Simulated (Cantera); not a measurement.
A closed system holds: 1 mol Si3N4, 4.7 mol Cl2, 34 mol HF, equilibrated at 133 Pa.

Method: chemical equilibrium by Gibbs-energy minimisation in Cantera with the NASA 1993 tables (ideal gas, pure condensed phases). Candidate condensed phases: NH4Cl, Si, Si3N4; 49 gas species. Kinetics and transport are ignored.

**Question.** At 750 K, list the 4 most abundant gas species with their mole fractions, and the condensed phases.

**Answer.** HF 0.584, HCl 0.249, SiF4 0.0796, N2 0.0531. Condensed: gas only.
